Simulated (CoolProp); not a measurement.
The numbers come from the reference Helmholtz-energy equation of state, Lemmon 2006 in CoolProp. It is a short technical equation, of lower accuracy than the large ones.

Problem. Give the vapour pressure (bar), enthalpy of vaporisation (kJ/kg), liquid cp (kJ/(kg K)), surface tension (mN/m) of saturated C2F6 (R116) at 223.8 K.

Solution. 
```tsv
T (K)	p (bar)	enthalpy of vaporisation (kJ/kg)	liquid cp (kJ/(kg K))	surface tension (mN/m)
223.8	3.80	103	1.03	7.24
```

Surface tension comes from a separate correlation (Mulero 2012).
